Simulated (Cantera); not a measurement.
Cantera run, input and output.

```python
import numpy as np
import cantera as ct

gas = ct.Solution("gri30.yaml")
gas.TPX = 1373, 101325, {'H2': 1, 'O2': 0.526, 'N2': 4.58}
reactor = ct.IdealGasConstPressureReactor(gas, energy="on", clone=False)
net = ct.ReactorNet([reactor])
net.rtol, net.atol = 1e-08, 1e-16
show = ['H2', 'O2', 'NO', 'H2O', 'NO2', 'N2O', 'HO2']
times = np.geomspace(3e-06, 2, 14)

steps = ct.SolutionArray(gas, extra=["t"])
rows = []
print(f"{'t/s':>10s}{'T/K':>9s}{'P/Pa':>11s}" + "".join(f"{s:>11s}" for s in show))
for t in times:
    while net.time < t:
        t_next = net.step()
        steps.append(gas.state, t=t_next)
    rows.append([np.interp(t, steps.t, y) for y in (steps.T, steps.P, *steps(*show).X.T)])
    print(f"{t:10.3e}{rows[-1][0]:9.1f}{rows[-1][1]:11.4g}" + "".join(f"{x:11.3e}" for x in rows[-1][2:]))
rate = np.gradient(steps.T, steps.t)
print("integrator steps:", len(steps.t))
if steps.T.max() > steps.T[0] + 200:
    print(f"time of steepest temperature rise: {steps.t[rate.argmax()]:.4e} s")
gas.TPX = 1373, 101325, {'H2': 1, 'O2': 0.526, 'N2': 4.58}
gas.equilibrate("HP")
print(f"equilibrium (HP): T = {gas.T:.1f} K  " + "  ".join(f"{s} {gas[s].X[0]:.3e}" for s in show))
```

Result:

```
       t/s      T/K       P/Pa         H2         O2         NO        H2O        NO2        N2O        HO2
 3.000e-06   1373.0  1.013e+05  1.638e-01  8.614e-02  1.194e-17  4.216e-08  8.967e-24  2.030e-14  5.345e-08
 8.416e-06   1373.0  1.013e+05  1.638e-01  8.614e-02  4.799e-16  1.133e-06  2.626e-21  3.394e-13  1.968e-07
 2.361e-05   1373.9  1.013e+05  1.625e-01  8.561e-02  5.638e-11  8.543e-04  1.693e-14  2.008e-10  2.069e-05
 6.624e-05   1837.5  1.013e+05  2.909e-02  2.013e-02  2.867e-05  1.149e-01  2.112e-09  6.850e-08  7.300e-06
 1.858e-04   2157.8  1.013e+05  2.281e-02  1.396e-02  7.564e-05  1.372e-01  5.932e-09  8.402e-08  3.356e-06
 5.213e-04   2339.6  1.013e+05  1.446e-02  9.629e-03  1.556e-04  1.543e-01  1.845e-08  1.233e-07  1.770e-06
 1.462e-03   2418.4  1.013e+05  9.165e-03  7.342e-03  3.191e-04  1.634e-01  5.316e-08  1.722e-07  1.257e-06
 4.103e-03   2429.1  1.013e+05  8.322e-03  6.856e-03  6.701e-04  1.648e-01  1.166e-07  1.809e-07  1.170e-06
 1.151e-02   2427.3  1.013e+05  8.426e-03  6.541e-03  1.487e-03  1.647e-01  2.535e-07  1.813e-07  1.123e-06
 3.229e-02   2424.2  1.013e+05  8.611e-03  6.061e-03  2.760e-03  1.646e-01  4.545e-07  1.868e-07  1.052e-06
 9.058e-02   2422.7  1.013e+05  8.705e-03  5.837e-03  3.364e-03  1.646e-01  5.446e-07  1.914e-07  1.018e-06
 2.541e-01   2422.7  1.013e+05  8.708e-03  5.829e-03  3.386e-03  1.646e-01  5.479e-07  1.916e-07  1.017e-06
 7.129e-01   2422.7  1.013e+05  8.708e-03  5.829e-03  3.386e-03  1.646e-01  5.479e-07  1.916e-07  1.017e-06
 2.000e+00   2422.7  1.013e+05  8.708e-03  5.829e-03  3.386e-03  1.646e-01  5.479e-07  1.916e-07  1.017e-06
integrator steps: 1453
time of steepest temperature rise: 3.6255e-05 s
equilibrium (HP): T = 2422.7 K  H2 8.708e-03  O2 5.829e-03  NO 3.386e-03  H2O 1.646e-01  NO2 5.479e-07  N2O 1.916e-07  HO2 1.017e-06
```

Cantera simulation using GRI-Mech 3.0 (53 species, 325 reactions); the numbers are that mechanism's predictions, not measurements.
